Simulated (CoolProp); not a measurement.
Model: reference Helmholtz-energy equation of state, Platzer 1990, in CoolProp. This equation is an older, rougher fit.

**Question.** For CF4 (R14), give the phase and the cp (kJ/(kg K)), cv (kJ/(kg K)) at 134.05 °C and 400 kPa.

**Answer.** 
- 134.05 °C and 400 kPa: gas; cp 0.835, cv 0.737
